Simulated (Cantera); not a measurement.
Charge: 1 mol CO, 0.19 mol H₂O, 0.36 mol N₂, held at 2348.15 K and 39.0 Pa.

Equilibrium computed with Cantera from the NASA thermochemical tables; the gas is ideal and each condensed phase is pure. Candidate condensed phases: C, C₆H₆, C₇H₈, C₈H₁₈, H₂O; 136 gas species. Rates play no part.

Base state: CO 0.538, N₂ 0.210, H 0.113, CO₂ 0.0487, H₂ 0.0327, O 0.0238, H₂O 0.0171, OH 0.0101 (mole fractions); condensed: gas only.

Task: What changes in the equilibrium state with this change: temperature from 2348.15 K to 2200 K?

Result: 
```csv
species,before,after
CO,0.538,0.549
N₂,0.210,0.222
CO₂,0.0487,0.0695
H,0.113,0.0635
O,0.0238,0.00529
H₂O,0.0171,0.0332
OH,0.0101,0.00593
H₂,0.0327,0.0496
O₂,0.00515,0.00149
NO,0.00140,0.000566
```
